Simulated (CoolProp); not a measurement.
C2F6 (R116) along the isobar 3860 kPa: fugacity coefficient from the reference equation and from simpler models built on Tc = 293.0 K, pc = 3048 kPa, ω = 0.257; each cubic takes its own stable root.

Values from CoolProp's reference Helmholtz-energy equation of state, Lemmon 2006. It is a short technical equation, of lower accuracy than the large ones.

| T (K) | phase | reference | van der Waals | Redlich-Kwong | Peng-Robinson |
|---|---|---|---|---|---|
| 209.1 | liquid | 0.05919 | 0.1923 | 0.08990 | 0.05821 |
| 239.9 | liquid | 0.1772 | (withheld) | (withheld) | 0.1742 |
| 270.8 | liquid | 0.3769 | 0.4790 | (withheld) | 0.3697 |
| 301.6 | supercritical | (withheld) | (withheld) | 0.6101 | 0.5945 |
| 332.5 | supercritical | 0.7430 | 0.7288 | 0.7230 | (withheld) |
| 363.3 | supercritical | 0.8164 | 0.7872 | 0.7902 | 0.7922 |
| 394.2 | supercritical | 0.8674 | 0.8296 | 0.8381 | 0.8464 |
| 425 | supercritical | 0.9042 | (withheld) | 0.8734 | (withheld) |

Task: Complete the blanks.

Result: 
- 239.9, van der Waals: 0.3256
- 239.9, Redlich-Kwong: 0.2230
- 270.8, Redlich-Kwong: 0.4119
- 301.6, reference: 0.6160
- 301.6, van der Waals: 0.6297
- 332.5, Peng-Robinson: 0.7168
- 425, van der Waals: 0.8617
- 425, Peng-Robinson: 0.8864
